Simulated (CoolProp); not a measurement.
Vapour-liquid equilibrium of dimethyl ether (1) + 1-butene (2) at 553 kPa; x and y are mole fractions of (1).

Model: multi-fluid Helmholtz-energy mixture model, Wu 2011 and Lemmon 2005; pair parameters Bell 2016, in CoolProp.

### Question
Give the bubble temperature and the first vapour's composition at x = 0.15, 0.25, 0.85. Is there an azeotrope?

### Answer
x = 0.15: 313.8 K, y = 0.264; x = 0.25: 310.3 K, y = 0.398; x = 0.85: 297.8 K, y = 0.897. No azeotrope shows between x = 0.05 and 0.95.

Pair parameters are fitted to limited data, so mixtures are less certain than the pure fluids.
